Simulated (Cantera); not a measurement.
Cantera run:

```python
import numpy as np
import cantera as ct

gas_names = """
    C CO CO2 C2 C2O C3 C3O2 C4 C5 Mg MgO Mg2 O O2 O3
""".split()
cond_names = """
    C(gr) Mg(cr) Mg(L) MgCO3(s) MgO(s) MgO(L)
""".split()


def load(file, names, dense=False):
    # The tables refer to 1 bar. Condensed volumes are neglected.
    table = {s.name: s for s in ct.Species.list_from_file(file)}
    out = []
    for n in names:
        d = dict(table[n].input_data)
        d["thermo"] = dict(d["thermo"], **{"reference-pressure": 1e5})
        if dense:
            d["equation-of-state"] = {"model": "constant-volume", "density": "1e6 g/cm^3"}
        out.append(ct.Species.from_dict(d))
    return out


gas = ct.Solution(thermo="ideal-gas", species=load("nasa_gas.yaml", gas_names))
cond = {s.name: ct.Solution(thermo="fixed-stoichiometry", species=[s], name=s.name)
        for s in load("nasa_condensed.yaml", cond_names, dense=True)}
atoms = {
    'MgCO3': {'Mg': 1, 'C': 1, 'O': 3},
    'CO2': {'C': 1, 'O': 2},
    'O2': {'O': 2},
}
top_T = {'C(gr)': 4500}  # K; cautious upper limits of use, not melting points


def equilibrate(T, P, feed):
    n = {}
    for name, mol in feed.items():
        for a, k in atoms[name].items():
            n[a] = n.get(a, 0.0) + k * mol
    gas.TPX = T, P, n
    mass = sum(n.values()) * gas.mean_molecular_weight
    gas.equilibrate("TP")
    valid = [c for c in cond.values() if c.min_temp <= T <= top_T.get(c.name, c.max_temp)]
    mix = ct.Mixture([(gas, mass / gas.mean_molecular_weight)] + [(c, 0.0) for c in valid])
    mix.T, mix.P = T, P
    mix.equilibrate("TP", solver="vcs", rtol=1e-11, max_steps=5000)
    return mix


results = []
feed = {'MgCO3': 1, 'CO2': 7.6, 'O2': 15}  # mol
P = 20000  # Pa
for T in [1873, 1923, 1973, 2023, 2073, 2123, 2173]:
    mix = equilibrate(T, P, feed)
    results.append((T, P, feed, dict(zip(mix.species_names, mix.species_moles))))
    x = sorted(zip(gas.X, gas.species_names), reverse=True)
    print(f"T = {T:g} K  P = {P:g} Pa  gas = {mix.phase_moles(0):.4g} mol")
    print("   x: " + "  ".join(f"{s} {v:.3e}" for v, s in x if v > 0.001))
    print("   condensed (mol): " + ("  ".join(f"{mix.phase(i).name} {mix.phase_moles(i):.4g}"
          for i in range(1, mix.n_phases) if mix.phase_moles(i) > 1e-12) or "none"))
```

It prints:

```
T = 1873 K  P = 20000 Pa  gas = 23.61 mol
   x: O2 6.353e-01  CO2 3.638e-01
   condensed (mol): MgO(s) 1
T = 1923 K  P = 20000 Pa  gas = 23.62 mol
   x: O2 6.352e-01  CO2 3.635e-01
   condensed (mol): MgO(s) 1
T = 1973 K  P = 20000 Pa  gas = 23.62 mol
   x: O2 6.350e-01  CO2 3.630e-01  CO 1.071e-03
   condensed (mol): MgO(s) 1
T = 2023 K  P = 20000 Pa  gas = 23.64 mol
   x: O2 6.347e-01  CO2 3.622e-01  CO 1.626e-03  O 1.419e-03
   condensed (mol): MgO(s) 1
T = 2073 K  P = 20000 Pa  gas = 23.65 mol
   x: O2 6.344e-01  CO2 3.612e-01  CO 2.414e-03  O 2.046e-03
   condensed (mol): MgO(s) 1
T = 2123 K  P = 20000 Pa  gas = 23.68 mol
   x: O2 6.339e-01  CO2 3.597e-01  CO 3.514e-03  O 2.900e-03
   condensed (mol): MgO(s) 1
T = 2173 K  P = 20000 Pa  gas = 23.71 mol
   x: O2 6.332e-01  CO2 3.577e-01  CO 5.018e-03  O 4.045e-03
   condensed (mol): MgO(s) 0.9999
```

Equilibrium computed with Cantera from the NASA thermochemical tables; the gas is ideal and each condensed phase is pure.
